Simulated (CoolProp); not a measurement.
Properties of carbon monoxide at several states.

Model: reference Helmholtz-energy equation of state, Lemmon 2006, in CoolProp. It is a short technical equation, of lower accuracy than the large ones.

```csv
T (K),p (kPa),phase,cv (kJ/(kg K)),Joule-Thomson coefficient (K/MPa),fugacity coefficient
428.3,152,gas,0.7544,[?],1.000
389.8,519,gas,0.7502,1.332,1.001
125,175,gas,0.7498,11.83,0.9801
466.8,212,gas,[?],[?],1.001
73.4,10300,liquid,[?],-0.3852,0.005900
```

Problem. What belongs in the gaps?

Solution. 
- 428.3, Joule-Thomson coefficient (K/MPa): 1.025
- 466.8, cv (kJ/(kg K)): 0.7607
- 466.8, Joule-Thomson coefficient (K/MPa): 0.7523
- 73.4, cv (kJ/(kg K)): 1.230
